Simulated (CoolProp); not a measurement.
500 sccm (0 °C, 1 atm) of nitrogen bubbles through liquid water at 330.6 K and leaves saturated at a total pressure of 0.15 MPa (ideal gas phase). Each further row changes one setting.

Values from CoolProp's reference Helmholtz-energy equation of state, Wagner 2002.

```csv
case,vapour pressure (kPa),mole fraction of vapour,delivery (mg/min),delivery (sccm),change of delivery for a bath 1 K warmer (%)
as stated,17.7,[?],53.8,[?],5.5
bath temperature 335.6 K,22.3,0.149,[?],[?],5.5
total pressure 0.3 MPa,17.7,0.0590,25.2,31.4,5.1
```

Question: What belongs in the gaps?

Answer: 
- as stated, mole fraction of vapour: 0.118
- as stated, delivery (sccm): 66.9
- bath temperature 335.6 K, delivery (mg/min): 70.3
- bath temperature 335.6 K, delivery (sccm): 87.4
